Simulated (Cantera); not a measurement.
Mixture: 6.49 % CH4, 0.649 % H2, 19.5 % O2, 73.3 % N2, equivalence ratio 0.68, at 5.23 atm, adiabatic and at constant volume. Ignition delay is the time to a rise of 400 K.

Computed with Cantera and GRI-Mech 3.0 (53 species, 325 reactions). Below about 1000 K GRI-Mech 3.0 lacks low-temperature oxidation paths. Below about 950 K walls govern HO2 and H2O2 in real vessels.

**Question.** Predict: delay at 900 K; delay at 1000 K; delay at 1100 K; delay at 1200 K; delay at 1300 K; delay at 1400 K; delay at 1500 K; apparent activation energy between 1300 and 1500 K.

**Answer.** 
```
Property                                                Result
--------------------------------------------------  ----------
delay at 900 K                                         0.314 s
delay at 1000 K                                        30.7 ms
delay at 1100 K                                        7.25 ms
delay at 1200 K                                        2.62 ms
delay at 1300 K                                        1.01 ms
delay at 1400 K                                       0.396 ms
delay at 1500 K                                       0.165 ms
apparent activation energy between 1300 and 1500 K  150 kJ/mol
```
